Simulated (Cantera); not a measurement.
Charge: 1 mol Si3N4, 0.2 mol H2O, 6.1 mol H2, held at 0.000950 bar.

Method: chemical equilibrium by Gibbs-energy minimisation in Cantera with the NASA 1993 tables (ideal gas, pure condensed phases). Candidate condensed phases: H2O, Si, SiO2, Si2N2O, Si3N4; 35 gas species. The tables' values for SiN are old estimates; treat these amounts as uncertain. Gases not in the tables: Si2H6 and higher silanes. Rates play no part. All values below are at 1877 °C.

Base state: H2 0.486, Si 0.225, N2 0.169, H 0.0954, SiO 0.0170, Si2 0.00312, SiH 0.00237, Si3 0.000594 (mole fractions); condensed: gas only.

Problem. What changes in the equilibrium state with this change: H2O from 0.2 to 0.095 mol?

Solution. 
```json
[
 {"species": "H2", "before": "0.486", "after": "0.482"},
 {"species": "Si", "before": "0.225", "after": "0.236"},
 {"species": "N2", "before": "0.169", "after": "0.171"},
 {"species": "SiO", "before": "0.0170", "after": "0.00815"},
 {"species": "H", "before": "0.0954", "after": "0.0950"},
 {"species": "Si3", "before": "0.000594", "after": "0.000679"},
 {"species": "Si2N", "before": "0.000586", "after": "0.000644"}
]
```
